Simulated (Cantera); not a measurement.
Input: 1 mol C, 0.52 mol H2O, 18 mol N2, held at 2173 K and 101000 Pa.

Equilibrium computed with Cantera from the NASA thermochemical tables; the gas is ideal and each condensed phase is pure. Candidate condensed phases: C, C6H6, C7H8, C8H18, H2O; 136 gas species. Equilibrium is a limit: real reactors are often held back by kinetics, nucleation or transport.

Base state: N2 0.943, CO 0.0273, H2 0.0246, HCN 0.00420, H 0.000752, HNC 0.000319, C2H2 (acetylene) 5.43e-5 (mole fractions); condensed: C(graphite).

Problem. What changes in the equilibrium state with this change: temperature from 2173 K to 1075 K?

Solution. 
| species | before | after |
|---|---|---|
| N2 | 0.943 | 0.946 |
| H2 | 0.0246 | 0.0272 |
| CO | 0.0273 | 0.0270 |
| HCN | 0.00420 | 2.54e-6 |
| H | 0.000752 | 2.40e-9 |
| C2H2 (acetylene) | 5.43e-5 | <1e-9 |
| C(graphite), mol | 0.391 | 0.483 |
